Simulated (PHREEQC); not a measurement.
A column of 0.5 m (40 cells, dispersivity 0.04 m, 3600 s a shift, diffusion coefficient 3e-10 m²/s) holds 0.023 eq of the database's cation exchanger X per kg of pore water, first in equilibrium with 0.016 mol MnCl2, 0.00033 mol KBr and 1e-05 mol HCl per kg of water. It is flushed with 0.0088 mol/kgw LiCl, 0.00078 mol/kgw MnCl2 and 1e-05 mol/kgw HCl, at 40 °C. Values are for the last cell. No CO2 enters from the air. Nothing may precipitate in this run.

Model: ion-association model, phreeqc.dat, run in PHREEQC.

```csv
pore volumes,Li in solution (mol/kgw),Br in solution (mol/kgw),K in solution (mol/kgw),Mn in solution (mol/kgw),Cl in solution (mol/kgw)
0,0,0.000330,0.000330,0.0160,0.0320
0.6875,0.00123,0.000259,(withheld),0.0130,0.0274
1.363,0.00565,5.26e-5,0.000131,0.00404,(withheld)
1.812,0.00696,1.30e-5,(withheld),0.00209,0.0112
2.487,(withheld),1.39e-6,(withheld),0.00123,0.0105
3.163,0.00843,1.40e-7,2.10e-5,0.000960,0.0104
3.837,0.00864,1.37e-8,1.15e-5,0.000854,0.0104
4.513,0.00874,1.34e-9,6.17e-6,0.000809,0.0104
5.188,0.00877,(withheld),3.21e-6,0.000791,0.0104
5.638,0.00879,2.76e-11,(withheld),0.000786,0.0104
6.312,0.00879,2.69e-12,1.03e-6,0.000782,0.0104
6.987,0.00880,2.62e-13,5.12e-7,0.000781,0.0104
```

Task: What belongs in the gaps?

Result: 
- 0.6875, K in solution (mol/kgw): 0.000293
- 1.363, Cl in solution (mol/kgw): 0.0138
- 1.812, K in solution (mol/kgw): 7.49e-5
- 2.487, Li in solution (mol/kgw): 0.00796
- 2.487, K in solution (mol/kgw): 3.82e-5
- 5.188, Br in solution (mol/kgw): 1.31e-10
- 5.638, K in solution (mol/kgw): 2.05e-6

Species that the database lacks are ignored. Constants without temperature data keep their 25 °C values here.
